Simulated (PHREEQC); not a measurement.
Dissolve 0.00065 mol/kgw H4SiO4 at 25 °C. Closed to the air; pH follows from the charge balance.

The numbers come from PHREEQC with the ion-association model, wateq4f.dat.

Each row changes one thing in this solution. This is a speciation only: nothing precipitates in the calculation.

```
case                                                  pH  ionic strength (mol/kgw)  H3SiO4- (mol/kgw)  SI of Chalcedony (SiO2)
--------------------------------------------------  ----  ------------------------  -----------------  -----------------------
as made                                             6.49                   3.25e-7            2.95e-7                    +0.36
H4SiO4 from 0.00065 to 0.0013 mol/kgw               6.35                   4.49e-7            4.27e-7                    +0.67
H4SiO4 from 0.00065 to 0.000975 mol/kgw             6.41                (withheld)         (withheld)                    +0.54
H4SiO4 replaced by (NH4)2SiF6 at the same molality  3.27                (withheld)         (withheld)                    +0.15
diluted 100-fold with water                         6.98                   1.05e-7         (withheld)                    -1.64
```

What belongs in the gaps?


- H4SiO4 from 0.00065 to 0.000975 mol/kgw, ionic strength (mol/kgw): 3.92e-7
- H4SiO4 from 0.00065 to 0.000975 mol/kgw, H3SiO4- (mol/kgw): 3.67e-7
- H4SiO4 replaced by (NH4)2SiF6 at the same molality, ionic strength (mol/kgw): 0.00211
- H4SiO4 replaced by (NH4)2SiF6 at the same molality, H3SiO4- (mol/kgw): 1.16e-10
- diluted 100-fold with water, H3SiO4- (mol/kgw): 9.14e-9

Some of these states are supersaturated (in Quartz (slow to form), Chalcedony (slow to form), for instance). SiF6-2 is the database's only silicon fluoride.
